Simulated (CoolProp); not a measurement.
Vapour-liquid equilibrium of n-hexane (1) + n-decane (2) at 43.85 °C; x and y are mole fractions of (1).

Model: multi-fluid Helmholtz-energy mixture model, Thol 2019 and Lemmon 2006; pair parameters Kunz 2012, in CoolProp.

```csv
x,bubble pressure (bar),y at the bubble point,dew pressure at overall composition x (bar),liquid density (mol/L)
0.05,…,0.775,0.006468,5.085
0.125,0.05626,0.904,0.007013,5.214
0.2,0.08686,0.943,0.007659,5.350
0.275,0.1179,0.962,0.008436,5.494
0.35,0.1495,…,0.009389,5.645
0.425,0.1814,0.980,0.01058,5.806
0.5,0.2136,0.985,0.01213,5.975
0.575,0.2461,0.989,0.01420,6.154
0.65,0.2788,0.992,0.01712,6.344
0.725,0.3115,0.994,0.02155,6.546
0.8,0.3442,0.996,0.02909,6.759
0.875,0.3769,0.998,…,…
0.95,0.4097,…,0.09673,7.227
```

Q: Fill in the missing entries.

A: 
- 0.05, bubble pressure (bar): 0.02607
- 0.35, y at the bubble point: 0.973
- 0.875, dew pressure at overall composition x (bar): 0.04473
- 0.875, liquid density (mol/L): 6.986
- 0.95, y at the bubble point: 0.999

No azeotrope shows between x = 0.05 and 0.95.

The pair parameters rest on a limited set of measurements; away from them the model extrapolates.
